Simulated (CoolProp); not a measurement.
The numbers come from the reference Helmholtz-energy equation of state, Zhou 2014 in CoolProp.

Question: For cyclohexane, give the phase and the density (kg/m³), cv (kJ/(kg K)), Joule-Thomson coefficient (K/MPa), isothermal compressibility (1/MPa) at 230.15 °C and 20 MPa.

Answer: 
- 230.15 °C and 20 MPa: liquid; density 608, cv 2.29, Joule-Thomson coefficient -0.113, isothermal compressibility 0.00433
